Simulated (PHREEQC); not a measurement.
Solution (45 °C): 0.24 mol/kgw H3PO4, 0.0079 mol/kgw Na2B4O7 and 0.00026 mol/kgw NaCl. Closed to the air; pH follows from the charge balance.

The numbers come from PHREEQC with the ion-association model, phreeqc.dat.

| quantity | before | after |
|---|---|---|
| pH | 1.57 | 1.93 |
| ionic strength (mol/kgw) | 0.0477 | 0.0165 |
| H3PO4 (mol/kgw) | 0.193 | 0.0316 |
| H2PO4- (mol/kgw) | 0.0475 | 0.0164 |
| HPO4-2 (mol/kgw) | 2.19e-7 | 1.41e-7 |
| NaHPO4- (mol/kgw) | 3.12e-9 | 5.25e-10 |
| SI of Halite (NaCl) | -7.14 | -8.48 |

### Question
Name the change that produced these shifts.
A. temperature from 45 to 15 °C
B. NaCl from 0.00026 to 5.2e-05 mol/kgw
C. Na2B4O7 from 0.0079 to 0.00158 mol/kgw
D. diluted 5-fold with water
E. temperature from 45 to 55 °C

### Answer
D, diluted 5-fold with water

This is a speciation only: nothing precipitates in the calculation. At this temperature some constants are extrapolated from 25 °C, and those without enthalpy data are left unchanged.
